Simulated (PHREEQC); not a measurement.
0.52 g of hydrous ferric oxide (600 m²/g; 0.2 weak and 0.005 strong sites per Fe, Dzombak-Morel constants, diffuse double layer) in 1 kg of water with 0.05 mol/kgw of an inert sodium salt and 2e-05 mol CuSO4 and 0.00025 mol PbCl2, at 25 °C; the pH is set by adding NaOH or the inert anion's acid. Oxygen alone is held at its pressure in air (log pO2 = -0.68). CO2 from the air is kept out. No solid was allowed to form.

Base run: PHREEQC, ion-association model, wateq4f.dat. Each further column changes one thing. The table gives S sorbed (%).

| pH | base | no electrostatic term (-no_edl) | background salt from 0.05 to 0.005 mol/kgw | oxide from 0.52 to 2.6 g/kgw | 0.0045 mol/kgw SrCl2 added |
|---|---|---|---|---|---|
| 3 | 99.8 | 0.1 | 100.0 | 100.0 | 99.7 |
| 3.38 | 99.8 | 0.1 | 100.0 | 100.0 | 99.7 |
| 4.12 | 99.7 | 0.1 | 100.0 | 99.9 | 99.5 |
| 4.5 | 99.5 | 0.1 | 100.0 | 99.9 | 99.1 |
| 4.88 | 98.9 | 0.1 | 99.9 | 99.8 | ? |
| 5.62 | 95.5 | 0.1 | 99.5 | 98.9 | 93.3 |
| 6 | 90.5 | 0.1 | 98.7 | 96.9 | 86.4 |
| 6.38 | 79.0 | 0.1 | 95.8 | ? | 72.2 |
| 7.12 | 30.8 | 0.2 | 59.8 | ? | 24.7 |
| 7.5 | 10.9 | 0.2 | 25.2 | ? | 8.6 |
| 7.88 | 2.9 | 0.2 | 6.5 | ? | 2.4 |
| 8.62 | 0.2 | 0.2 | ? | 0.2 | 0.2 |
| 9 | 0.0 | 0.1 | 0.1 | 0.0 | 0.1 |

Q: What belongs in the gaps?

A: 
- 4.88, 0.0045 mol/kgw SrCl2 added: 98.3
- 6.38, oxide from 0.52 to 2.6 g/kgw: 90.7
- 7.12, oxide from 0.52 to 2.6 g/kgw: 43.6
- 7.5, oxide from 0.52 to 2.6 g/kgw: 15.6
- 7.88, oxide from 0.52 to 2.6 g/kgw: 4.0
- 8.62, background salt from 0.05 to 0.005 mol/kgw: 0.3

The database's constant for dissolved Cu(OH)2 is higher than later reviews accept. The oxide is taken as insoluble; below pH 4 it would dissolve.
